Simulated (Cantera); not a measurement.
Charge: 1 mol CH4, 0.0087 mol O2, at 550 K and 0.133 bar.

Method: chemical equilibrium by Gibbs-energy minimisation in Cantera with the NASA 1993 tables (ideal gas, pure condensed phases). Candidate condensed phases: C, C6H6, C7H8, C8H18, H2O; 110 gas species. Rates play no part.

Base state: CH4 0.860, H2 0.123, H2O 0.0161, CO2 3.12e-5 (mole fractions); condensed: C(graphite).

Task: What changes in the equilibrium state with this change: O2 from 0.0087 to 0.47 mol?

Result: 
```csv
species,before,after
H2O,0.0161,0.483
CH4,0.860,0.371
H2,0.123,0.0810
CO2,3.12e-5,0.0651
CO,4.15e-6,0.000189
"C(graphite), mol",0.0750,0.332
```

Task: What changes in the equilibrium state with this change: pressure from 0.133 bar to 1 atm?

Result: 
| species | before | after |
|---|---|---|
| CH4 | 0.860 | 0.936 |
| H2 | 0.123 | 0.0467 |
| H2O | 0.0161 | 0.0168 |
| CO2 | 3.12e-5 | 3.11e-5 |
| C(graphite), mol | 0.0750 | 0.0328 |
